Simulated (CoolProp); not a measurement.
Vapour-liquid equilibrium of R114 (1) + R113 (2) at 635 kPa; x and y are mole fractions of (1).

Model: multi-fluid Helmholtz-energy mixture model, Platzer 1990 and Marx 1992; pair parameters Bell 2016, in CoolProp. This equation is an older, rougher fit; its heat capacities, sound speeds and derivatives of the liquid may be far off and weren't checked against measurements.

Question: Give the bubble temperature and the first vapour's composition at x = 0.05, 0.2, 0.8. Is there an azeotrope?

Answer: x = 0.05: 385.8 K, y = 0.116; x = 0.2: 374.7 K, y = 0.397; x = 0.8: 343.8 K, y = 0.921. No azeotrope shows between x = 0.05 and 0.95.

The pair parameters rest on a limited set of measurements; away from them the model extrapolates.
